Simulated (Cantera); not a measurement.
A freely propagating, adiabatic, planar premixed flame of H2 : O2 : N2 : H2O = 1 : 0.238 : 0.895 : 0.46 (molar parts), unburnt at 723 K and 1.00 atm; mixture-averaged transport, grid criteria slope 0.08 and curve 0.16, no radiation.

Model: the H2/O2 subset of GRI-Mech 3.0, which has no nitrogen chemistry, integrated in Cantera. Burning velocities carry a grid error of a few per cent, more on coarse grids.

Q: Predict: laminar burning velocity; thermal thickness; peak x(O); peak x(OH); peak x(HO2).

A: 
```json
{
  "laminar_burning_velocity": "936 cm/s",
  "thermal_thickness": "0.436 mm",
  "peak x(O)": "0.00237",
  "peak x(OH)": "0.00467",
  "peak x(HO2)": "0.000318"
}
```
